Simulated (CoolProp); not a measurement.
Vapour pressure (kPa) of toluene: the reference equation beside estimates from Tc = 591.7 K, pc = 4126 kPa, ω = 0.266. Clausius-Clapeyron is anchored at 309.8 K with a constant enthalpy of vaporisation of 37.41 kJ/mol.

Model: reference Helmholtz-energy equation of state, Lemmon 2006, in CoolProp. It is a short technical equation, of lower accuracy than the large ones.

```
T (K)  reference  Lee-Kesler  Clausius-Clapeyron  van der Waals  Redlich-Kwong  Soave-Redlich-Kwong  Peng-Robinson
-----  ---------  ----------  ------------------  -------------  -------------  -------------------  -------------
302        4.622       4.355               4.641          131.6          12.33                4.469          4.791
305.9      5.602       5.290               5.611          143.2          14.62                5.421          5.785
309.8      6.753       6.389               6.753          155.6          17.24                6.538          6.947
313.8      8.131       7.709               8.126          169.0          20.32                7.879          8.337
317.7      9.694       9.211               9.689          182.9          23.72                9.402          9.908
321.6      11.50       10.95               11.50          197.5          27.56                11.16          11.72
325.5      13.57       12.96               13.60          213.0          31.89                13.19          13.80
329.4      15.95       15.26               16.02          229.3          36.72                15.51          16.17
333.3      18.65       17.89               18.80          246.4          42.12                18.16          18.87
337.3      21.80       20.97               22.06          264.9          48.28                21.26          22.02
341.2      25.29       24.37               25.70          283.8          54.94                24.69          25.49
345.1      29.21       28.22               29.83          303.6          62.29                28.55          29.40
```

Absolute difference from the reference over all 12 rows, mean and median: Lee-Kesler 4.6 and 4.6 %, Clausius-Clapeyron 0.6 and 0.3 %, van der Waals 1657.9 and 1543.5 %, Redlich-Kwong 138.4 and 137.3 %, Soave-Redlich-Kwong 2.8 and 2.9 %, Peng-Robinson 1.9 and 1.8 %.
